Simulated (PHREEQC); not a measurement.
Make-up at 25 °C: 0.17 mol CdCl2 and 0.0046 mol H3BO3 per kg of water. It is in equilibrium with CO2 at log p = -3.4 (atm). Otherwise closed; pH follows from the charge balance.

All values are PHREEQC results (ion-association model, wateq4f.dat), not measurements.

Precipitation was switched off in this run.

Q: Order these Cl species by the share of Cl that they hold, largest first: CdCl+, CdCl3-, Cl-, CdCl2.

A: Cl- (45 %), CdCl+ (32 %), CdCl2 (21 %), CdCl3- (3.0 %)

Q: Order these Cd species by the share of Cd that they hold, largest first: CdCl3-, CdCl+, CdCl2, Cd+2.

A: CdCl+ (63 %), CdCl2 (21 %), Cd+2 (14 %), CdCl3- (2.0 %)

The pH is 5.21 and the ionic strength 0.180 mol/kgw. Species that the database lacks are ignored.
